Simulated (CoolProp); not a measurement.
R1336mzz(E) at 314.02 K and 0.126 MPa is throttled through a valve to 0.0526 MPa with no heat exchange. Each further row changes one setting.

Model: reference Helmholtz-energy equation of state, Akasaka 2023, in CoolProp.

| case | temperature change (K) | final density (kg/m³) |
|---|---|---|
| as stated | -1.6 | ___ |
| outlet pressure 0.0158 MPa | ___ | ___ |
| outlet pressure 0.0684 MPa | -1.3 | ___ |

Problem. Some entries are withheld; supply them.

Solution. 
- as stated, final density (kg/m³): 3.38
- outlet pressure 0.0158 MPa, temperature change (K): -2.4
- outlet pressure 0.0158 MPa, final density (kg/m³): 1.01
- outlet pressure 0.0684 MPa, final density (kg/m³): 4.41
